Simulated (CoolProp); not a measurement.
Properties of CH3F (R41) along the isotherm -38.65 °C.

Values from CoolProp's reference Helmholtz-energy equation of state, Lemmon 2006. It is a short technical equation, of lower accuracy than the large ones.

| p (MPa) | phase | density (kg/m³) | speed of sound (m/s) | fugacity coefficient |
|---|---|---|---|---|
| 0.197 | gas | 3.577 | 267.8 | 0.9627 |
| 0.394 | gas | [?] | 260.4 | 0.9256 |
| 0.591 | gas | 11.80 | 252.2 | [?] |
| 0.787 | liquid | 791.4 | 854.2 | 0.6825 |
| 0.984 | liquid | 791.9 | 856.2 | 0.5482 |
| 1.18 | liquid | 792.4 | 858.2 | 0.4591 |
| 1.38 | liquid | 792.9 | 860.2 | 0.3943 |
| 1.57 | liquid | 793.3 | 862.1 | 0.3481 |
| 1.77 | liquid | 793.8 | [?] | 0.3101 |
| 1.97 | liquid | [?] | 866.0 | 0.2798 |
| 2.17 | liquid | 794.8 | 868.0 | 0.2552 |
| 2.36 | liquid | [?] | 869.8 | 0.2356 |
| 2.56 | liquid | 795.7 | 871.8 | 0.2182 |
| 2.76 | liquid | [?] | 873.7 | 0.2032 |
| 2.95 | liquid | 796.6 | 875.5 | [?] |

Task: What belongs in the gaps?

Result: 
- 0.394, density (kg/m³): 7.477
- 0.591, fugacity coefficient: 0.8884
- 1.77, speed of sound (m/s): 864.0
- 1.97, density (kg/m³): 794.3
- 2.36, density (kg/m³): 795.2
- 2.76, density (kg/m³): 796.2
- 2.95, fugacity coefficient: 0.1909
